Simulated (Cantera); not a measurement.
**Carbothermic reduction: TiO2 + CO**

Feed: 1 mol TiO2, 1.4 mol CO, equilibrated at 0.900 Torr.

Cantera equilibrium calculation (NASA polynomials, part measured and part estimated; ideal gas, pure solids and liquids). Candidate condensed phases: C, Ti, TiC, TiO, TiO2, Ti2O3, Ti3O5, Ti4O7; 15 gas species. Mutual solubility and eutectic melting of coexisting phases are not modelled. Condensed phases not in the tables: Magnéli phases beyond Ti4O7. The numbers say what is thermodynamically allowed, not how fast it happens.

| T (K) | x CO | x CO2 | x TiO2 | x O | n TiO2(rutile) | n Ti4O7(s) | n Ti4O7(l) |
|---|---|---|---|---|---|---|---|
| 1573 | 0.991 | 0.00917 | 8.28e-9 | 1.12e-9 | 0.949 | 0.0128 | 0 |
| 1673 | 0.985 | 0.0151 | 1.37e-7 | 2.13e-8 | 0.916 | 0.0211 | 0 |
| 1773 | 0.976 | 0.0235 | 1.65e-6 | 2.92e-7 | 0.868 | 0.0330 | 0 |
| 1873 | 0.965 | 0.0352 | 1.51e-5 | 3.06e-6 | 0.803 | 0.0494 | 0 |
| 1973 | 0.941 | 0.0592 | 0.000109 | 2.99e-5 | 0.668 | 0 | 0.0830 |
| 2073 | 0.849 | 0.149 | 0.000650 | 0.000401 | 0.157 | 0 | 0.210 |
| 2173 | 0.821 | 0.173 | 0.00269 | 0.00199 | 0 | 0 | 0.249 |
| 2273 | 0.821 | 0.160 | 0.00916 | 0.00675 | 0 | 0 | 0.247 |
| 2373 | 0.816 | 0.131 | 0.0270 | 0.0182 | 0 | 0 | 0.240 |
x: gas mole fraction; n: condensed amount in mol.

From 1573 K to 1873 K the condensed part is TiO2(rutile) + Ti4O7(s). From 1973 K to 2073 K the condensed part is TiO2(rutile) + Ti4O7(l). From 2173 K to 2373 K the condensed part is Ti4O7(l).
